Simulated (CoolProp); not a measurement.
Vapour-liquid equilibrium of carbon dioxide (1) + propylene (2) at 8.79 bar; x and y are mole fractions of (1).

Values from CoolProp's multi-fluid Helmholtz-energy mixture model, Span 1996 and Lemmon 2013; pair parameters Bell 2016.

Problem. Give the bubble temperature and the first vapour's composition at x = 0.2, 0.425, 0.5. Is there an azeotrope?

Solution. x = 0.2: -17.8 °C, y = 0.655; x = 0.425: -31.5 °C, y = 0.827; x = 0.5: -34.0 °C, y = 0.854. No azeotrope shows between x = 0.05 and 0.95.

The pair parameters rest on a limited set of measurements; away from them the model extrapolates.
